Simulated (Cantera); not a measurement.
Standard-state values (1 bar) from the NASA 1993 polynomials, evaluated with Cantera. Values are per mole of reaction as written; species without (g) are pure solids or liquids, kept so even where they would boil at 1 bar.

C₂H₄(g) + 3 NiS + H₂S(g) → Ni₃S₄ + C₂H₆(g)

```
T (K)  ΔH° (kJ)  ΔS° (J/K)  ΔG° (kJ)  log10 K
-----  --------  ---------  --------  -------
425      -153.1     -167.6     -81.8    10.06
450           …          …         …        …
475      -152.6     -166.6     -73.5     8.08
500           …          …         …        …
525      -152.0     -165.3     -65.2     6.49
550           …          …         …        …
575      -151.1     -163.7     -57.0     5.17
600           …          …         …        …
```

Task: What belongs in the gaps?

Result: 
- 450, ΔH° (kJ): -152.9
- 450, ΔS° (J/K): -167.1
- 450, ΔG° (kJ): -77.7
- 450, log10 K: 9.01
- 500, ΔH° (kJ): -152.3
- 500, ΔS° (J/K): -166.0
- 500, ΔG° (kJ): -69.3
- 500, log10 K: 7.24
- 550, ΔH° (kJ): -151.6
- 550, ΔS° (J/K): -164.6
- 550, ΔG° (kJ): -61.1
- 550, log10 K: 5.80
- 600, ΔH° (kJ): -150.6
- 600, ΔS° (J/K): -162.9
- 600, ΔG° (kJ): -52.9
- 600, log10 K: 4.60
